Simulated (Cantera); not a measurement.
Input: 1 mol BN, 0.72 mol O2, 13 mol H2, held at 852 °C and 0.170 bar.

Method: chemical equilibrium by Gibbs-energy minimisation in Cantera with the NASA 1993 tables (ideal gas, pure condensed phases). Candidate condensed phases: B, BN, B2O3, B3O3H3, H2O; 39 gas species. Mutual solubility and eutectic melting of coexisting phases are not modelled. Gases not in the tables: H3BO3. Rates play no part.

Base state: H2 0.963, N2 0.0351, H2O 0.00161, HBO2 2.58e-5 (mole fractions); condensed: BN(s) + B2O3(l).

Task: What changes in the equilibrium state with this change: O2 from 0.72 to 14 mol?

Result: 
```json
[
 {"species": "H2O", "before": "0.00161", "after": "0.638"},
 {"species": "O2", "before": "<1e-9", "after": "0.334"},
 {"species": "N2", "before": "0.0351", "after": "0.0247"},
 {"species": "H2", "before": "0.963", "after": "6.45e-9"},
 {"species": "(HBO2)3", "before": "4.18e-7", "after": "0.00330"},
 {"species": "NO", "before": "<1e-9", "after": "2.37e-5"},
 {"species": "HBO2", "before": "2.58e-5", "after": "0.000513"},
 {"species": "BN(s), mol", "before": "0.0546", "after": "0"},
 {"species": "B2O3(l), mol", "before": "0.473", "after": "0.395"}
]
```
